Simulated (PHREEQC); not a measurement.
Dissolve 14 mmol/kgw NaOH and 0.35 mmol/kgw NaAlO2 at 25 °C. Closed to the air; pH follows from the charge balance.

All values are PHREEQC results (ion-association model, phreeqc.dat), not measurements.

| quantity | before | after |
|---|---|---|
| pH | 12.09 | 2.07 |
| ionic strength (mol/kgw) | 0.0143 | 0.0261 |

### Question
Name the change that produced these shifts.
A. NaAlO2 from 0.00035 to 0.000525 mol/kgw
B. 0.025 mol/kgw HCl added
C. NaAlO2 replaced by NaH2PO4 at the same molality

### Answer
B, 0.025 mol/kgw HCl added

No solid was allowed to form.
